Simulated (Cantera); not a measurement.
A perfectly stirred reactor is fed with CO : O2 : H2O : N2 = 0.0035 : 0.039 : 0.01 : 1 (molar parts), at 5.00 bar; it is held at 925 K, and followed from long to short residence time.

Detailed kinetics in Cantera: GRI-Mech 3.0 (53 species, 325 reactions).

Problem. What does this change do: temperature 925 to 1273 K?

Solution. 
```json
[
 {"quantity": "x(CO) at τ = 0.580 s", "before": "0.00326", "after": "6.76e-5"},
 {"quantity": "x(O2) at τ = 0.580 s", "before": "0.0370", "after": "0.0355"},
 {"quantity": "x(H2O) at τ = 0.580 s", "before": "0.00950", "after": "0.00951"},
 {"quantity": "x(O) at τ = 0.580 s", "before": "2.19e-9", "after": "5.11e-7"},
 {"quantity": "x(CO2) at τ = 0.580 s", "before": "6.64e-5", "after": "0.00326"},
 {"quantity": "x(CO) at τ = 16.0 ms", "before": "0.00333", "after": "0.000837"},
 {"quantity": "x(O2) at τ = 16.0 ms", "before": "0.0371", "after": "0.0358"},
 {"quantity": "x(H2O) at τ = 16.0 ms", "before": "0.00950", "after": "0.00950"},
 {"quantity": "x(O) at τ = 16.0 ms", "before": "7.65e-11", "after": "5.64e-6"},
 {"quantity": "x(CO2) at τ = 16.0 ms", "before": "1.04e-8", "after": "0.00249"}
]
```

Problem. What does this change do: temperature 925 to 1500 K?

Solution. 
```csv
quantity,before,after
x(CO) at τ = 0.580 s,0.00326,1.73e-5
x(O2) at τ = 0.580 s,0.0370,0.0355
x(H2O) at τ = 0.580 s,0.00950,0.00951
x(O) at τ = 0.580 s,2.19e-9,1.71e-6
x(CO2) at τ = 0.580 s,6.64e-5,0.00331
x(CO) at τ = 16.0 ms,0.00333,0.000211
x(O2) at τ = 16.0 ms,0.0371,0.0355
x(H2O) at τ = 16.0 ms,0.00950,0.00948
x(O) at τ = 16.0 ms,7.65e-11,1.49e-5
x(CO2) at τ = 16.0 ms,1.04e-8,0.00312
```
